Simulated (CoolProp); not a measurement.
Vapour pressure (MPa) of CH2F2 (R32): the reference equation beside estimates from Tc = 351.3 K, pc = 5.783 MPa, ω = 0.277.

The numbers come from the reference Helmholtz-energy equation of state, Tillner-Roth 1997 in CoolProp.

```json
[
 {"T (K)": "168.8", "reference": "0.002547", "Lee-Kesler": "0.002158", "van der Waals": "0.1222", "Peng-Robinson": "0.002449"},
 {"T (K)": "175.6", "reference": "0.004738", "Lee-Kesler": "0.004109", "van der Waals": "0.1605", "Peng-Robinson": "0.004574"},
 {"T (K)": "182.4", "reference": "0.008356", "Lee-Kesler": "0.007406", "van der Waals": "0.2067", "Peng-Robinson": "0.008097"},
 {"T (K)": "189.1", "reference": "0.01396", "Lee-Kesler": "0.01262", "van der Waals": "0.2608", "Peng-Robinson": "0.01357"},
 {"T (K)": "195.9", "reference": "0.02254", "Lee-Kesler": "0.02075", "van der Waals": "0.3251", "Peng-Robinson": "0.02200"},
 {"T (K)": "202.7", "reference": "0.03507", "Lee-Kesler": "0.03283", "van der Waals": "0.3997", "Peng-Robinson": "0.03435"},
 {"T (K)": "209.4", "reference": "0.05249", "Lee-Kesler": "0.04986", "van der Waals": "0.4840", "Peng-Robinson": "0.05158"},
 {"T (K)": "216.2", "reference": "0.07676", "Lee-Kesler": "0.07387", "van der Waals": "0.5811", "Peng-Robinson": "0.07566"},
 {"T (K)": "223", "reference": "0.1093", "Lee-Kesler": "0.1064", "van der Waals": "0.6908", "Peng-Robinson": "0.1081"},
 {"T (K)": "229.8", "reference": "0.1520", "Lee-Kesler": "0.1495", "van der Waals": "0.8134", "Peng-Robinson": "0.1506"},
 {"T (K)": "236.5", "reference": "0.2060", "Lee-Kesler": "0.2042", "van der Waals": "0.9477", "Peng-Robinson": "0.2046"},
 {"T (K)": "243.3", "reference": "0.2751", "Lee-Kesler": "0.2746", "van der Waals": "1.098", "Peng-Robinson": "0.2739"},
 {"T (K)": "250.1", "reference": "0.3611", "Lee-Kesler": "0.3623", "van der Waals": "1.264", "Peng-Robinson": "0.3602"},
 {"T (K)": "256.8", "reference": "0.4647", "Lee-Kesler": "0.4682", "van der Waals": "1.442", "Peng-Robinson": "0.4645"},
 {"T (K)": "263.6", "reference": "0.5918", "Lee-Kesler": "0.5980", "van der Waals": "1.638", "Peng-Robinson": "0.5925"}
]
```

Absolute difference from the reference over all 15 rows, mean and median: Lee-Kesler 5.3 and 3.8 %, van der Waals 1216.8 and 657.0 %, Peng-Robinson 1.6 and 1.4 %.
